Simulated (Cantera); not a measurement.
Charge: 1 mol Si2Cl6, 0.038 mol HCl, 19 mol H2, held at 26.0 mbar.

Equilibrium computed with Cantera from the NASA thermochemical tables; the gas is ideal and each condensed phase is pure. Candidate condensed phases: Si; 19 gas species. The feed counts by its element totals alone. The numbers say what is thermodynamically allowed, not how fast it happens.

Problem. What share of the Si ends up in condensed phases as a function of T (K), at 1148, 1198, 1248, 1298, 1348, 1398, 1448, 1498, 1548?

Solution. 
```
T (K)  Si condensed (%)     as
-----  ----------------  -----
1148               31.6  Si(s)
1198               32.0  Si(s)
1248               31.2  Si(s)
1298               29.3  Si(s)
1348               27.1  Si(s)
1398               25.2  Si(s)
1448               23.7  Si(s)
1498               22.5  Si(s)
1548               21.4  Si(s)
```
